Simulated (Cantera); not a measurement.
**Ignition delay**

Mixture: CH4 : H2 : O2 : N2 = 1 : 0.1 : 2.36 : 8.86 (molar parts), equivalence ratio 0.87, at 1500 Torr, adiabatic and at constant pressure. Ignition delay is the time to a rise of 400 K.

Detailed kinetics in Cantera: GRI-Mech 3.0 (53 species, 325 reactions).

```tsv
T0 (K)	delay (ms)
1048	40.6
1098	24.2
1148	14.4
1198	8.49
1248	4.98
1298	2.94
1348	1.75
```

- apparent activation energy between 1248 and 1348 K: 150 kJ/mol
